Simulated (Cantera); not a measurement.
Cantera run:

```python
import numpy as np
import cantera as ct

gas_names = """
    CL CL2 H HCL H2 N NH NH2 NH3 N2 N2H2 N2H4 Si SiCL SiCL2 SiCL3 SiCL4 SiH SiHCL3 SiH2 SiH2CL2 SiH3
    SiH3CL SiH4 SiN Si2 Si2N Si3
""".split()
cond_names = """
    NH4CL(a) NH4CL(b) Si(cr) Si(L) Si3N4(a)
""".split()


# ... load() reads the species with a 1 bar reference pressure and builds the phases ...
atoms = {
    'Si2Cl6': {'Si': 2, 'CL': 6},
    'N2': {'N': 2},
    'NH3': {'N': 1, 'H': 3},
}
top_T = {'Si3N4(a)': 2400}  # K; cautious upper limits of use, not melting points


# ... equilibrate(T, P, feed) seeds the gas with the atoms and calls Mixture.equilibrate('TP', solver="vcs", rtol=1e-11, max_steps=5000) ...
results = []
feed = {'Si2Cl6': 1, 'N2': 5.5, 'NH3': 11}  # mol
P = 1333.22  # Pa
for T in [948, 1023, 1098, 1173, 1248, 1323, 1398, 1473, 1548, 1623]:
    mix = equilibrate(T, P, feed)
    results.append((T, P, feed, dict(zip(mix.species_names, mix.species_moles))))

top = {s: max(r[3][s] / sum(r[3][g] for g in gas_names) for r in results) for s in gas_names}
cols = sorted((s for s in top if top[s] > 1e-06), key=lambda s: -top[s])[:5]
seen = [c for c in cond_names if any(r[3].get(c, 0) > 1e-12 for r in results)]
print("log10 of partial pressures in bar; condensed amounts in mol")
print(f"{'T/K':>10s}" + "".join(f"{s[:9]:>10s}" for s in cols + seen))
for T, P, feed, n in results:
    ng = sum(n[g] for g in gas_names)
    print(f"{T:10.4g}" + "".join(f"{np.log10(max(n[s] / ng * P / 1e5, 1e-99)):10.3f}" for s in cols)
          + "".join(f"{n.get(c, 0):10.4g}" for c in seen))
```

Result:

```
log10 of partial pressures in bar; condensed amounts in mol
       T/K        H2        N2       HCL     SiCL2     SiCL4  Si3N4(a)
       948    -2.207    -2.353    -2.573    -9.093    -4.737    0.6532
      1023    -2.208    -2.354    -2.571    -8.014    -4.860    0.6563
      1098    -2.208    -2.354    -2.569    -7.086    -4.966    0.6583
      1173    -2.208    -2.354    -2.568    -6.280    -5.060    0.6591
      1248    -2.208    -2.354    -2.568    -5.575    -5.147    0.6579
      1323    -2.208    -2.354    -2.571    -4.958    -5.235    0.6514
      1398    -2.206    -2.352    -2.581    -4.426    -5.345    0.6308
      1473    -2.203    -2.349    -2.606    -3.985    -5.513    0.5809
      1548    -2.197    -2.344    -2.655    -3.645    -5.777    0.4894
      1623    -2.190    -2.337    -2.730    -3.405    -6.148    0.3644
```

Equilibrium computed with Cantera from the NASA thermochemical tables; the gas is ideal and each condensed phase is pure. The feed counts by its element totals alone. The tables' values for SiCl3, SiCl are old estimates; treat these amounts as uncertain.
